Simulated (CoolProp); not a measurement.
Aqueous sodium chloride as a coolant, 11 % by mass, freezing at -7.3 °C, 1 atm.

Model: Melinder's fits for secondary coolants, in CoolProp.

| T (°C) | conductivity (W/(m K)) | Prandtl number | density (kg/m³) | cp (kJ/(kg K)) |
|---|---|---|---|---|
| -3.3 | 0.550 | 15.6 | 1085 | 3.644 |
| 0.6 | 0.556 | 13.6 | 1084 | 3.652 |
| 4.5 | 0.562 | 12.0 | 1083 | 3.660 |
| 8.4 | 0.569 | 10.6 | 1082 | 3.667 |
| 12.3 | 0.575 | 9.45 | 1081 | 3.674 |
| 16.2 | 0.582 | 8.46 | 1079 | 3.680 |
| 20.1 | 0.588 | 7.62 | 1078 | 3.686 |
| 24 | 0.594 | 6.91 | 1077 | 3.692 |
| 27.9 | 0.600 | 6.30 | 1075 | 3.697 |
| 31.8 | 0.607 | 5.78 | 1073 | 3.701 |
| 35.7 | 0.613 | 5.34 | 1072 | 3.705 |
